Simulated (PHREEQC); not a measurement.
A PHREEQC speciation (ion-association model, phreeqc.dat) at 25 °C gives pH 6.54 and these molalities:

```csv
species,mol/kgw
SO4-2,0.00515
Mn+2,0.00515
MnSO4,0.000948
```

What are the element totals, and what could have been dissolved in 1 kg of water to give them?

Several could match; the one computed here: totals Mn(2) 0.00610, S(6) 0.00610 mol/kgw, from 0.0061 mol/kgw MnSO4.

This is a speciation only: nothing precipitates in the calculation. Complexes and solids missing from the database can't appear. Under pressure, the constants of complexes without a molar volume in the database are unreliable.
